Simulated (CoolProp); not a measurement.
Vapour-liquid equilibrium of n-heptane (1) + o-xylene (2) at 73.45 °C; x and y are mole fractions of (1).

The numbers come from the multi-fluid Helmholtz-energy mixture model, Span 2003 and Zhou 2012; pair parameters Bell 2016 in CoolProp.

```tsv
x	bubble pressure, mixture model (MPa)	bubble pressure, Raoult's law (MPa)	y, mixture model	y, Raoult's law
0.05	0.01248	0.01154	0.256	0.198
0.125	0.01617	0.01424	0.466	0.401
0.2	0.01946	0.01694	0.589	0.540
0.275	0.02244	0.01964	0.671	0.640
0.35	0.02518	0.02233	0.732	0.717
0.425	0.02775	0.02503	0.779	0.776
0.5	0.03019	0.02773	0.818	0.824
0.575	0.03254	0.03043	0.852	0.864
0.65	0.03485	0.03313	0.882	0.897
0.725	0.03714	0.03583	0.910	0.925
0.8	0.03943	0.03853	0.936	0.949
0.875	0.04175	0.04123	0.960	0.970
0.95	0.04411	0.04392	0.984	0.989
```

The largest gap from Raoult's law is +14.9 % in bubble pressure, at x = 0.2. No azeotrope shows between x = 0.05 and 0.95.

Pair parameters are fitted to limited data, so mixtures are less certain than the pure fluids.
